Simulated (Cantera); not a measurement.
Charge: 1 mol SiCl4, 4.7 mol NO, 5 mol N2, equilibrated at 0.00310 bar.

Equilibrium computed with Cantera from the NASA thermochemical tables; the gas is ideal and each condensed phase is pure. Candidate condensed phases: Si, SiO2, Si2N2O, Si3N4; 23 gas species. Rates play no part. All values below are at 875 K.

Base state: N2 0.687, Cl2 0.187, O2 0.126, Cl 0.000357 (mole fractions); condensed: SiO2(β-quartz).

Q: What changes in the equilibrium state with this change: SiCl4 replaced by Si2H6?

A: 
| species | before | after |
|---|---|---|
| N2 | 0.687 | 0.710 |
| H2 | 0 | 0.222 |
| H2O | 0 | 0.0676 |
| Cl2 | 0.187 | 0 |
| O2 | 0.126 | <1e-9 |
| Cl | 0.000357 | 0 |
| SiO2(β-quartz), mol | 1.00 | 2.00 |
The feed counts by its element totals alone. Further candidate phases: H2O.
